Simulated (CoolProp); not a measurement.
A simple Rankine cycle with n-perfluoropentane: condensing at 302.15 K, boiler at 0.896 MPa, turbine inlet 499 K, turbine efficiency 0.75, pump efficiency 0.7, no recuperator. Each further row changes one setting.

Values from CoolProp's reference Helmholtz-energy equation of state, Gao 2022.

```json
[
 {"case": "as stated", "thermal efficiency (%)": "7.8", "net work (kJ/kg)": "21.3", "heat in (kJ/kg)": "272", "turbine exit temperature (K)": "473.7", "volume ratio over the turbine": "9.13"},
 {"case": "condensing temperature 294.15 K", "thermal efficiency (%)": "8.7", "net work (kJ/kg)": "24.3", "heat in (kJ/kg)": "281", "turbine exit temperature (K)": "470.6", "volume ratio over the turbine": "12.3"},
 {"case": "boiler pressure 0.627 MPa", "thermal efficiency (%)": "6.7", "net work (kJ/kg)": "18.3", "heat in (kJ/kg)": "274", "turbine exit temperature (K)": "478.3", "volume ratio over the turbine": "6.29"},
 {"case": "turbine efficiency 0.65", "thermal efficiency (%)": "6.8", "net work (kJ/kg)": "18.4", "heat in (kJ/kg)": "272", "turbine exit temperature (K)": "476.5", "volume ratio over the turbine": "9.19"}
]
```
